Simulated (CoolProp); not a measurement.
Vapour-liquid equilibrium of R125 (1) + R152A (2) at 1.59 bar; x and y are mole fractions of (1).

Model: multi-fluid Helmholtz-energy mixture model, Lemmon 2005 and Outcalt 1996; pair parameters Bell 2016, in CoolProp.

**Question.** Give the bubble temperature and the first vapour's composition at x = 0.5, 0.8, 0.95. Is there an azeotrope?

**Answer.** x = 0.5: 244.8 K, y = 0.723; x = 0.8: 238.4 K, y = 0.921; x = 0.95: 235.6 K, y = 0.984. No azeotrope shows between x = 0.05 and 0.95.

Pair parameters are fitted to limited data, so mixtures are less certain than the pure fluids.
